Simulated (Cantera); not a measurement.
**Reactions in the system H-N-O-Zr**

Standard-state values (1 bar) from the NASA 1993 polynomials, evaluated with Cantera. Values are per mole of reaction as written; species without (g) are pure solids or liquids, kept so even where they would boil at 1 bar. ZrN: taken at fixed stoichiometry.

N(g) + 2 H(g) + ZrO2(g) = H2O2(g) + ZrN

```csv
T (K),ΔH° (kJ),ΔS° (J/K),ΔG° (kJ),log10 K
1150,-1133.4,-401.6,-671.6,30.50
1250,-1133.3,-401.5,-631.4,26.39
1350,-1133.0,-401.3,-591.3,22.88
1450,-1132.6,-401.0,-551.2,19.85
1550,-1131.9,-400.5,-511.1,17.22
```
